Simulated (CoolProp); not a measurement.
Vapour-liquid equilibrium of acetone (1) + cyclohexane (2) at 405.6 K; x and y are mole fractions of (1).

Computed with CoolProp (multi-fluid Helmholtz-energy mixture model, Lemmon 2006 and Zhou 2014; pair parameters Bell 2016).

Give the bubble pressure and the first vapour's composition at x = 0.35, 0.5, 0.875. Is there an azeotrope?

x = 0.35: 0.7245 MPa, y = 0.564; x = 0.5: 0.7743 MPa, y = 0.637; x = 0.875: 0.8197 MPa, y = 0.866. y crosses x between x = 0.8 and 0.875: the model has an azeotrope there.

Pair parameters are fitted to limited data, so mixtures are less certain than the pure fluids.
